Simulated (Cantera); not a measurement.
What does this Cantera script print?

```python
import numpy as np
import cantera as ct

gas = ct.Solution("gri30.yaml")
gas.TPX = 2075, 13332, {'NO': 1, 'N2': 0.7}
reactor = ct.IdealGasConstPressureReactor(gas, energy="off", clone=False)
net = ct.ReactorNet([reactor])
net.rtol, net.atol = 1e-08, 1e-18
show = ['NO', 'O2', 'N2O', 'O', 'N2']
times = np.geomspace(0.0002, 50, 10)

steps = ct.SolutionArray(gas, extra=["t"])
rows = []
print(f"{'t/s':>10s}{'T/K':>9s}{'P/Pa':>11s}" + "".join(f"{s:>11s}" for s in show))
for t in times:
    while net.time < t:
        t_next = net.step()
        steps.append(gas.state, t=t_next)
    rows.append([np.interp(t, steps.t, y) for y in (steps.T, steps.P, *steps(*show).X.T)])
    print(f"{t:10.3e}{rows[-1][0]:9.1f}{rows[-1][1]:11.4g}" + "".join(f"{x:11.3e}" for x in rows[-1][2:]))
rate = np.gradient(steps.T, steps.t)
print("integrator steps:", len(steps.t))
if steps.T.max() > steps.T[0] + 200:
    print(f"time of steepest temperature rise: {steps.t[rate.argmax()]:.4e} s")
gas.TPX = 2075, 13332, {'NO': 1, 'N2': 0.7}
gas.equilibrate("TP")
print(f"equilibrium (TP): T = {gas.T:.1f} K  " + "  ".join(f"{s} {gas[s].X[0]:.3e}" for s in show))
```

It prints:

```
       t/s      T/K       P/Pa         NO         O2        N2O          O         N2
 2.000e-04   2075.0  1.333e+04  5.882e-01  3.070e-07  1.718e-05  1.791e-05  4.118e-01
 7.958e-04   2075.0  1.333e+04  5.881e-01  5.480e-06  5.862e-05  7.360e-05  4.118e-01
 3.166e-03   2075.0  1.333e+04  5.874e-01  1.303e-04  1.335e-04  2.799e-04  4.120e-01
 1.260e-02   2075.0  1.333e+04  5.846e-01  1.452e-03  1.506e-04  4.091e-04  4.133e-01
 5.013e-02   2075.0  1.333e+04  5.729e-01  7.263e-03  1.420e-04  4.780e-04  4.192e-01
 1.995e-01   2075.0  1.333e+04  5.236e-01  3.173e-02  1.123e-04  6.916e-04  4.438e-01
 7.937e-01   2075.0  1.333e+04  3.385e-01  1.240e-01  4.191e-05  1.178e-03  5.362e-01
 3.158e+00   2075.0  1.333e+04  6.034e-02  2.628e-01  1.354e-06  1.652e-03  6.751e-01
 1.257e+01   2075.0  1.333e+04  1.099e-02  2.875e-01  2.036e-07  1.722e-03  6.998e-01
 5.000e+01   2075.0  1.333e+04  1.035e-02  2.878e-01  1.993e-07  1.723e-03  7.001e-01
integrator steps: 1035
equilibrium (TP): T = 2075.0 K  NO 1.035e-02  O2 2.878e-01  N2O 1.993e-07  O 1.723e-03  N2 7.001e-01
```

Cantera simulation using GRI-Mech 3.0 (53 species, 325 reactions); the numbers are that mechanism's predictions, not measurements.
